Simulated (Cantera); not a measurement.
**Transport properties of process gases**

Gas mixture: 100 % O2, at 0.00940 bar, frozen composition.

Cantera's kinetic-theory transport with the Lennard-Jones parameters of GRI-Mech 3.0, ideal gas; thermal conductivity in the multicomponent form.

| T (K) | ρ (kg/m³) | cp (J/kg/K) | μ (µPa s) | λ (mW/m/K) | Pr | D (cm²/s) CH3 | D (cm²/s) N2 | D (cm²/s) H2 |
|---|---|---|---|---|---|---|---|---|
| 400 | 0.00904 | 941.4 | 25.6 | 33.9 | 0.712 | 40.8 | 37.2 | 142 |
| 600 | 0.00603 | 1003 | 34.1 | 48.1 | 0.710 | 82.3 | 74.5 | 280 |
| 800 | 0.00452 | 1055 | 41.4 | 61.5 | 0.710 | 134 | 121 | 453 |
| 1000 | 0.00362 | 1090 | 47.9 | 73.7 | 0.709 | 195 | 176 | 656 |
| 1200 | 0.00301 | 1114 | 54.0 | 84.9 | 0.708 | 265 | 238 | 887 |
| 1400 | 0.00258 | 1134 | 59.7 | 95.6 | 0.708 | 342 | 307 | 1140 |
| 1600 | 0.00226 | 1151 | 65.1 | 106 | 0.708 | 428 | 384 | 1430 |
| 1800 | 0.00201 | 1167 | 70.2 | 116 | 0.707 | 520 | 466 | 1740 |
| 2000 | 0.00181 | 1181 | 75.2 | 126 | 0.707 | 619 | 555 | 2070 |
D: mixture-averaged diffusion coefficient of that species in the mixture.
